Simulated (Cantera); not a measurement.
**Adiabatic ignition**

An adiabatic, constant-volume homogeneous reactor starts with 4.45 % CH4, 3.43 % CO, 7.08 % O2, 85.0 % N2, at 1475 K and 300 Torr.

Model: GRI-Mech 3.0 (53 species, 325 reactions), integrated in Cantera.

```csv
t (s),T (K),P (bar),x CH4,x CO,x O2,x H2O2,x C2H6,x HO2
9.00e-6,1475,0.400,0.0445,0.0343,0.0708,1.30e-10,<1e-12,3.36e-8
2.05e-5,1475,0.400,0.0445,0.0343,0.0708,5.45e-10,2.58e-12,7.36e-8
4.66e-5,1475,0.400,0.0445,0.0343,0.0708,1.84e-9,3.75e-11,1.53e-7
0.000106,1475,0.400,0.0445,0.0343,0.0708,4.52e-9,5.26e-10,2.88e-7
0.000241,1475,0.400,0.0445,0.0343,0.0708,7.78e-9,7.66e-9,4.44e-7
0.000549,1475,0.400,0.0445,0.0343,0.0708,9.46e-9,1.19e-7,5.23e-7
0.00125,1475,0.400,0.0445,0.0343,0.0708,1.10e-8,2.01e-6,6.03e-7
0.00285,1476,0.400,0.0442,0.0343,0.0706,2.66e-8,3.34e-5,1.38e-6
0.00648,1489,0.404,0.0416,0.0346,0.0691,2.07e-7,0.000406,8.24e-6
0.0147,2316,0.642,<1e-12,0.0493,0.000277,5.25e-9,<1e-12,5.28e-8
0.0335,2336,0.646,<1e-12,0.0493,0.000107,2.64e-9,<1e-12,2.23e-8
0.0764,2335,0.646,<1e-12,0.0493,0.000105,2.60e-9,<1e-12,2.19e-8
0.174,2335,0.646,<1e-12,0.0493,0.000104,2.58e-9,<1e-12,2.17e-8
0.395,2334,0.646,<1e-12,0.0493,0.000104,2.58e-9,<1e-12,2.17e-8
0.900,2334,0.646,<1e-12,0.0493,0.000104,2.58e-9,<1e-12,2.17e-8
```
x: mole fraction; the columns are a selection and need not sum to one.

| Quantity | Value |
|---|---|
| time of steepest temperature rise | 8.89 ms |
| temperature at 0.900 s | 2334 K |
| equilibrium temperature | 2334 K |
| x(CH4) at 0.900 s | <1e-12 (gas-phase equilibrium <1e-12) |
| x(CO) at 0.900 s | 0.0493 (gas-phase equilibrium 0.0493) |
| x(O2) at 0.900 s | 0.000104 (gas-phase equilibrium 0.000104) |
